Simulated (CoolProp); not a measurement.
Computed with CoolProp (reference Helmholtz-energy equation of state, Thol 2019).

Q: Give the vapour pressure (kPa), enthalpy of vaporisation (kJ/kg), liquid cp (kJ/(kg K)), vapour Z of saturated dodecamethylpentasiloxane (MD3M) at 304.9 K.

A: 
| T (K) | p (kPa) | enthalpy of vaporisation (kJ/kg) | liquid cp (kJ/(kg K)) | vapour Z |
|---|---|---|---|---|
| 304.9 | 0.0120 | 175 | 1.72 | 1.000 |
